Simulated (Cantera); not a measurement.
Input: 1 mol HMDSO, 9.3 mol NO, 140 mol N₂, 0.00089 mol H₂O, held at 42.0 Pa.

Cantera equilibrium calculation (NASA polynomials, part measured and part estimated; ideal gas, pure solids and liquids). Candidate condensed phases: C, C₆H₆, C₇H₈, C₈H₁₈, H₂O, Si, SiC, SiO₂, Si₂N₂O, Si₃N₄; 151 gas species. The feed counts by its element totals alone. The tables hold silica as quartz up to 1696 K and as liquid above; real silica turns to tridymite and cristobalite and melts near 1996 K. Equilibrium is a limit: real reactors are often held back by kinetics, nucleation or transport.

x: gas mole fraction; n: condensed amount in mol.

```
T (°C)   x N₂    x H₂    x CO    x H₂O     x CO₂     x SiO  n C(graphite)  n SiO₂(α-quartz)  n SiO₂(β-quartz)
------  -----  ------  ------  -------  --------  --------  -------------  ----------------  ----------------
425     0.907  0.0560  0.0347      [?]   0.00222    <1e-12          0.111              2.00                 0
525     0.906  0.0559  0.0362      [?]   0.00139    <1e-12              0              2.00                 0
625     0.906  0.0556  0.0364      [?]   0.00114    <1e-12              0                 0              2.00
725     0.906  0.0554  0.0367      [?]  0.000922    <1e-12              0                 0              2.00
825     0.906  0.0552  0.0368      [?]  0.000751  2.18e-11              0                 0              2.00
925     0.906  0.0551  0.0370  0.00126  0.000621   2.95e-9              0                 0              2.00
1025    0.906  0.0550  0.0371  0.00136  0.000523   1.87e-7              0                 0              2.00
1125    0.906  0.0549  0.0371  0.00144  0.000450   6.52e-6              0                 0              2.00
1225    0.906  0.0547  0.0372      [?]  0.000420  0.000132              0                 0              1.98
1325    0.905  0.0535  0.0369      [?]  0.000583   0.00123              0                 0              1.80
```

**Question.** Some entries are withheld; supply them.

**Answer.** 
- 425, x H₂O: 0.000374
- 525, x H₂O: 0.000500
- 625, x H₂O: 0.000747
- 725, x H₂O: 0.000963
- 825, x H₂O: 0.00113
- 1225, x H₂O: 0.00160
- 1325, x H₂O: 0.00253
